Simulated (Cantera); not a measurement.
Input: 1 mol Fe(CO)5, 2.5 mol N2, equilibrated at 1475 K and 4.70 bar.

Cantera equilibrium calculation (NASA polynomials, part measured and part estimated; ideal gas, pure solids and liquids). Candidate condensed phases: C, Fe, Fe(CO)5, FeO, Fe2O3, Fe3O4; 27 gas species. Iron dissolves carbon and melts from about 1420 K in contact with it, which pure phases cannot show. Condensed phases not in the tables: cementite and carbon dissolved in iron. Kinetics and transport are ignored.

Base state: CO 0.664, N2 0.334, CO2 0.00172 (mole fractions); condensed: C(graphite) + Fe(γ).

Task: What changes in the equilibrium state with this change: Fe(CO)5 replaced by PbO?

Result: 
```tsv
species	before	after
N2	0.334	0.998
PbO	0	0.00136
Pb	0	0.000248
CO	0.664	0
CO2	0.00172	0
O2	<1e-9	0.000110
NO	<1e-9	2.79e-5
C(graphite), mol	0.0129	0
Fe(γ), mol	1.00	0
PbO(l), mol	0	0.996
```
Gases not in the tables: (PbO)n polymers. Further candidate phases: Pb, PbO, PbO2, Pb3O4.

Task: What changes in the equilibrium state with this change: N2 from 2.5 to 29 mol?

Result: 
| species | before | after |
|---|---|---|
| N2 | 0.334 | 0.853 |
| CO | 0.664 | 0.147 |
| CO2 | 0.00172 | 8.43e-5 |
| C(graphite), mol | 0.0129 | 0.00287 |
| Fe(γ), mol | 1.00 | 1.000 |
